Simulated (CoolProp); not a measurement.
Vapour-liquid equilibrium of CF4 (R14) (1) + R13 (2) at 0.237 bar; x and y are mole fractions of (1).

Model: multi-fluid Helmholtz-energy mixture model, Platzer 1990 and Platzer 1990; pair parameters Bell 2016, in CoolProp. This equation is an older, rougher fit; its heat capacities, sound speeds and derivatives of the liquid may be far off and weren't checked against measurements.

```
x     bubble temperature (K)  y at the bubble point  dew temperature at overall composition x (K)  liquid density (mol/L)
----  ----------------------  ---------------------  --------------------------------------------  ----------------------
0.05                   155.7                  0.645                                         167.6                   15.90
0.15                   144.2                  0.891                                         166.1                   16.50
0.25                   139.0                  0.943                                         164.5                   16.91
0.35                   135.9                  0.964                                         162.7                   17.24
0.45                   133.9                  0.975                                         160.7                   17.56
0.55                   132.3                  0.982                                         158.3                   17.86
0.65                   131.0                  0.987                                         155.5                   18.16
0.75                   129.9                  0.991                                         152.0                   18.47
0.85                   128.8                  0.995                                         147.0                   18.78
0.95                   127.8                  0.998                                         138.1                   19.10
```

No azeotrope shows between x = 0.05 and 0.95.

The pair parameters rest on a limited set of measurements; away from them the model extrapolates.
